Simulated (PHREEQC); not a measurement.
Na2SO4 is added in steps, without added water, to 1 kg of water holding 4.6 mol NaBr and 0.09 mol CaCl2, at 25 °C. CO2 is held at log p = -3.4 (atm). Only these solids could form: Calcite, Burkeite, Gaylussite, Glauberite, Gypsum, Anhydrite, Halite, Mirabilite, Nahcolite, Natron, Pirssonite, Portlandite, Thenardite, Trona.

Base run: PHREEQC, Pitzer model, pitzer.dat. Each further column changes one thing. The table gives pH.

```
Na2SO4 added (mol)  base  CaCl2 from 0.09 to 0.18 mol/kgw  0.31 mol/kgw NaHCO3 added  NaBr from 4.6 to 0.46 mol/kgw
------------------  ----  -------------------------------  -------------------------  -----------------------------
0                   4.99                             4.99                       9.21                           5.55
0.2875              5.16                             5.09                       9.19                           5.74
0.4313              5.19                             5.16                       9.18                           5.78
0.7188              5.28                             5.22                       9.16                           5.80
0.8625              5.31                             5.26                       9.15                           5.81
1.15                5.33                             5.31                       9.15                           5.80
1.438               5.33                             5.31                       9.15                           5.79
1.581               5.33                             5.31                       9.15                           5.79
1.869               5.33                             5.31                       9.15                           5.78
2.013               5.33                             5.31                       9.15                           5.77
2.3                 5.33                             5.31                       9.15                           5.77
```

In brines, pH and single-ion activities rest on the MacInnes convention.
